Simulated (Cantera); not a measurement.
Equilibrium for carbon deposition, reforming and gasification: C + H2

A closed system holds: 1 mol C, 1.8 mol H2, held at 873 K and 1.90 mbar.

These are equilibrium values from Cantera (NASA tables, ideal gas, pure condensed phases), not measurements of a reactor. Candidate condensed phases: C, C6H6, C7H8, C8H18; 76 gas species. Equilibrium is a limit: real reactors are often held back by kinetics, nucleation or transport.

```yaml
x(H2): 0.999
x(CH4): 0.000851
n(C(graphite)): 0.998 mol
gas_amount: 1.798 mol
```
